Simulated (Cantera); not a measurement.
# Hydrocarbon pyrolysis for carbon deposition

An isothermal, constant-pressure homogeneous reactor starts with 34.5 % C2H6, 65.5 % N2, at 1300 K and 0.000987 atm.

Detailed kinetics in Cantera: GRI-Mech 3.0 (53 species, 325 reactions). GRI-Mech 3.0 stops at C3 and has no aromatics, soot or wall deposition, so with more carbon than oxygen in the feed, carbon stays in small species such as C2H2 where larger ones or solid carbon would form. Radical loss at walls, strong at low pressure, is not modelled.

```
t (s)       x C2H6    x C2H4     x HCN     x C2H     x CH4       x H      x H2
--------  --------  --------  --------  --------  --------  --------  --------
4.00e-6      0.345    <1e-12    <1e-12    <1e-12  1.51e-10  8.10e-11  2.69e-12
2.06e-5      0.345  1.94e-11    <1e-12    <1e-12   4.00e-9  3.82e-10  6.66e-11
0.000106     0.345   2.30e-9    <1e-12    <1e-12   1.05e-7   2.63e-9   1.91e-9
0.000543     0.345   2.95e-7    <1e-12    <1e-12   2.74e-6   8.16e-8   2.30e-7
0.00279      0.344   3.77e-5    <1e-12    <1e-12   6.75e-5   2.34e-6   3.58e-5
0.0143       0.337   0.00334  2.52e-10  7.76e-12   0.00138   3.05e-5   0.00309
0.0737       0.242    0.0586   3.69e-9   1.23e-9    0.0267   8.54e-5    0.0498
0.379       0.0273     0.148   8.76e-9   1.13e-8     0.120  0.000118     0.154
1.95      0.000454     0.109   9.36e-9   4.18e-9     0.126   2.40e-5     0.205
10.0       8.76e-6    0.0750   9.10e-9  9.94e-10     0.122   4.72e-6     0.230
```
x: mole fraction; the columns are a selection and need not sum to one.

Equilibrium at this temperature and pressure: C2H6 3.71e-9, C2H4 0.000181, HCN 0.0935, C2H 3.88e-9, CH4 0.00105, H 2.25e-5, H2 0.407 (gas phase only).
